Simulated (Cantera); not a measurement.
Charge: 1 mol Si₃N₄, 3.1 mol Cl₂, held at 777 °C and 0.375 Torr.

These are equilibrium values from Cantera (NASA tables, ideal gas, pure condensed phases), not measurements of a reactor. Candidate condensed phases: Si, Si₃N₄; 13 gas species. The tables' values for SiCl₃ are old estimates; treat these amounts as uncertain. Kinetics and transport are ignored.

Base state: SiCl₄ 0.595, N₂ 0.400, SiCl₃ 0.00441, SiCl₂ 0.000591 (mole fractions); condensed: Si₃N₄(s).

Q: What changes in the equilibrium state with this change: Cl₂ from 3.1 to 25 mol?

A: 
```
species          before    after
-------------  --------  -------
Cl₂               <1e-9    0.764
SiCl₄             0.595    0.123
N₂                0.400   0.0820
Cl              6.66e-7   0.0310
SiCl₂          0.000591    <1e-9
SiCl₃           0.00441  1.96e-8
Si₃N₄(s), mol     0.482        0
```

Q: What changes in the equilibrium state with this change: temperature from 777 °C to 825 °C?

A: 
| species | before | after |
|---|---|---|
| SiCl₄ | 0.595 | 0.588 |
| N₂ | 0.400 | 0.400 |
| SiCl₃ | 0.00441 | 0.0100 |
| SiCl₂ | 0.000591 | 0.00240 |
| Si₃N₄(s), mol | 0.482 | 0.480 |

Q: What changes in the equilibrium state with this change: Si₃N₄ replaced by AlN?

A: 
| species | before | after |
|---|---|---|
| Cl₂ | <1e-9 | 0.497 |
| AlCl₃ | 0 | 0.319 |
| N₂ | 0.400 | 0.159 |
| SiCl₄ | 0.595 | 0 |
| Cl | 6.66e-7 | 0.0250 |
| SiCl₃ | 0.00441 | 0 |
| SiCl₂ | 0.000591 | 0 |
| Si₃N₄(s), mol | 0.482 | 0 |
Further candidate phases: Al, AlCl₃, AlN.
